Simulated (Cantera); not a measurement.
# Silicon epitaxy and polysilicon growth: Si₂H₆ + H₂

A closed system holds: 1 mol Si₂H₆, 540 mol H₂, at 0.133 bar.

Equilibrium computed with Cantera from the NASA thermochemical tables; the gas is ideal and each condensed phase is pure. Candidate condensed phases: Si; 9 gas species. The feed counts by its element totals alone. Gases not in the tables: Si₂H₆ and higher silanes. Equilibrium is a limit: real reactors are often held back by kinetics, nucleation or transport.

```csv
T (K),log p H₂,log p H,log p SiH₂,log p Si,n Si(s),n Si(l)
923,-0.88,-10.05,-11.96,<-12,2.00,0
998,-0.88,-9.10,-10.93,<-12,2.00,0
1073,-0.88,-8.29,-10.04,<-12,2.00,0
1148,-0.88,-7.58,-9.28,-12.74,2.00,0
1223,-0.88,-6.96,-8.60,-11.49,2.00,0
1298,-0.88,-6.41,-8.01,-10.39,2.00,0
1373,-0.88,-5.92,-7.48,-9.41,2.00,0
1448,-0.88,-5.47,-7.00,-8.53,2.00,0
1523,-0.88,-5.07,-6.57,-7.74,2.00,0
1598,-0.88,-4.71,-6.19,-7.03,2.00,0
1673,-0.88,-4.38,-5.83,-6.38,1.99,0
1748,-0.88,-4.08,-5.56,-5.84,0,1.98
1823,-0.88,-3.80,-5.33,-5.35,0,1.96
```
log p: log10 of the partial pressure in bar; n: condensed amount in mol.

From 923 K to 1673 K the condensed part is Si(s). From 1748 K to 1823 K the condensed part is Si(l). The main Si-bearing gas is SiH₄ at 923 K and SiH₂ at 1823 K.
